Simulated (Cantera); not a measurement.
Charge: 1 mol (CH3)2SiCl2, 0.12 mol C2H4, 2.4 mol H2, held at 973.15 K.

Points: P (Pa) = 100, 270, 720, 1900, 5200, 14000, 37000, 100000.

Cantera's Mixture.equilibrate('TP', solver="vcs", rtol=1e-11, max_steps=5000) on the NASA tables stopped like this:

```
2 7.718e-01  HCL 2.005e-01  SiCL4 2.669e-02  SiHCL3 5.780e-04  CH4 2.064e-04  SiCL3 1.545e-04  SiCL2 2.562e-05  SiH2CL2 1.308e-06
   condensed (mol): C(gr) 1.416  SiC(b) 0.8226
T = 973.15 K  P = 720 Pa  gas = 6.407 mol
   x: H2 7.936e-01  HCL 1.700e-01  SiCL4 3.474e-02  SiHCL3 9.129e-04  CH4 5.818e-04  SiCL3 1.473e-04  SiCL2 1.790e-05  SiH2CL2 2.506e-06
   condensed (mol): C(gr) 1.466  SiC(b) 0.7705
T = 973.15 K  P = 1900 Pa  gas = 6.353 mol
   x: H2 8.131e-01  HCL 1.417e-01  SiCL4 4.216e-02  CH4 1.611e-03  SiHCL3 1.362e-03  SiCL3 1.336e-04  SiCL2 1.214e-05  SiH2CL2 4.594e-06
   condensed (mol): C(gr) 1.507  SiC(b) 0.7226
ERROR: FAILURE its = 5001!

*******************************************************************************
CanteraError thrown by MultiPhase::equilibrate:
VCS solver failed. Return code: -1
*******************************************************************************
```

Task: What got this run through?

Result: One answer among several that fit: The failure is numerical, not chemical. The same input converged with solver="gibbs", rtol=1e-10, max_steps=50000, and the result passed a check of the equilibrium conditions:
```
T = 973.15 K  P = 100 Pa  gas = 6.516 mol
   x: H2 7.496e-01  HCL 2.312e-01  SiCL4 1.854e-02  SiHCL3 3.381e-04  SiCL3 1.507e-04  CH4 7.209e-05  SiCL2 3.508e-05
   condensed (mol): C(gr) 1.364  SiC(b) 0.8758
T = 973.15 K  P = 270 Pa  gas = 6.462 mol
   x: H2 7.718e-01  HCL 2.005e-01  SiCL4 2.669e-02  SiHCL3 5.780e-04  CH4 2.064e-04  SiCL3 1.545e-04  SiCL2 2.562e-05  SiH2CL2 1.308e-06
   condensed (mol): C(gr) 1.416  SiC(b) 0.8226
T = 973.15 K  P = 720 Pa  gas = 6.407 mol
   x: H2 7.936e-01  HCL 1.700e-01  SiCL4 3.474e-02  SiHCL3 9.129e-04  CH4 5.818e-04  SiCL3 1.473e-04  SiCL2 1.790e-05  SiH2CL2 2.506e-06
   condensed (mol): C(gr) 1.466  SiC(b) 0.7705
T = 973.15 K  P = 1900 Pa  gas = 6.353 mol
   x: H2 8.131e-01  HCL 1.417e-01  SiCL4 4.216e-02  CH4 1.611e-03  SiHCL3 1.362e-03  SiCL3 1.336e-04  SiCL2 1.214e-05  SiH2CL2 4.594e-06
   condensed (mol): C(gr) 1.507  SiC(b) 0.7226
T = 973.15 K  P = 5200 Pa  gas = 6.29 mol
   x: H2 8.288e-01  HCL 1.155e-01  SiCL4 4.904e-02  CH4 4.582e-03  SiHCL3 1.981e-03  SiCL3 1.164e-04  SiH2CL2 8.356e-06  SiCL2 7.914e-06
   condensed (mol): C(gr) 1.533  SiC(b) 0.6782
T = 973.15 K  P = 14000 Pa  gas = 6.203 mol
   x: H2 8.362e-01  HCL 9.324e-02  SiCL4 5.513e-02  CH4 1.256e-02  SiHCL3 2.782e-03  SiCL3 9.919e-05  SiH2CL2 1.467e-05  SiCL2 5.114e-06
   condensed (mol): C(gr) 1.522  SiC(b) 0.6401
T = 973.15 K  P = 37000 Pa  gas = 6.05 mol
   x: H2 8.279e-01  HCL 7.464e-02  SiCL4 6.104e-02  CH4 3.253e-02  SiHCL3 3.810e-03  SiCL3 8.397e-05  SiH2CL2 2.484e-05  SiCL2 3.310e-06
   condensed (mol): C(gr) 1.436  SiC(b) 0.6069
T = 973.15 K  P = 100000 Pa  gas = 5.758 mol
   x: H2 7.883e-01  CH4 7.972e-02  SiCL4 6.827e-02  HCL 5.842e-02  SiHCL3 5.184e-03  SiCL3 7.123e-05  SiH2CL2 4.112e-05  SiCL2 2.129e-06  C2H6 1.116e-06
   condensed (mol): C(gr) 1.205  SiC(b) 0.5764
```

The gas is ideal and each condensed phase is pure. The feed counts by its element totals alone. The tables' values for SiCl3 are old estimates; treat these amounts as uncertain.
